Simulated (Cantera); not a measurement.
# Equilibrium for silicon etching in halogen gases: Si + NF3 + H2

Input: 1 mol Si, 7.8 mol NF3, 24 mol H2, held at 1598.15 K and 4500 Pa.

Equilibrium computed with Cantera from the NASA thermochemical tables; the gas is ideal and each condensed phase is pure. Candidate condensed phases: Si, Si3N4; 37 gas species. The tables' values for SiF3 are old estimates; treat these amounts as uncertain. Rates play no part.

x(HF): 0.503
x(H2): 0.370
x(N2): 0.101
x(SiF4): 0.0257
x(SiF3): 0.000162
x(H): 0.000153
x(SiHF3): 1.80e-5
gas amount: 38.61 mol
log10 activity of Si(s) (absent): -8.55
